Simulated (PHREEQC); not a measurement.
# Buffer with alkaline etch or developer: an equilibrium model

Solution A (0.0028 mol/kgw H3BO3, 0.014 mol/kgw NaOH and 5.9e-05 mol/kgw LiCl) is mixed with solution B (14 mmol/kgw TMAH and 88 mmol/kgw Na2CO3) at 25 °C; shares are by mass of water, 1 kg in all. O2 is buffered at 0.21 atm. No CO2 enters from the air. The run lets Halite, Nahcolite, Natron precipitate or redissolve, and no other solid.

The numbers come from PHREEQC with the ion-association model, wateq4f.dat.

```tsv
share of solution B	pH	CO3-2 (mol/kgw)	NaCO3- (mol/kgw)
0	12.00	0	0
0.1	11.98	0.00686	0.00184
0.2	11.98	0.0129	0.00453
0.3	11.98	0.0184	0.00778
0.4	11.98	0.0235	0.0114
0.5	11.99	0.0283	0.0154
0.6	11.99	0.0328	0.0196
0.7	12.00	0.0371	0.0241
0.8	12.00	0.0412	0.0288
0.9	12.01	0.0451	0.0336
1	12.01	0.0489	0.0386
```

(CH3)4N+ isn't in the database: it is added as a free cation with an ion size of 4 Å.
